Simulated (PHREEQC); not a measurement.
Dissolve 0.009 mol/kgw CaSO4, 0.013 mol/kgw CO2 and 0.059 mol/kgw NaCl at 25 °C. Closed to the air; pH follows from the charge balance.

Computed with PHREEQC (ion-association model, wateq4f.dat).

Precipitation was switched off in this run.

Problem. Estimate the pH, ionic strength.

Solution. pH 4.15; ionic strength 0.0874 mol/kgw.

Problem. In which forms is Ca present?

Solution. Ca+2 83 %, CaSO4 17 % of the Ca.
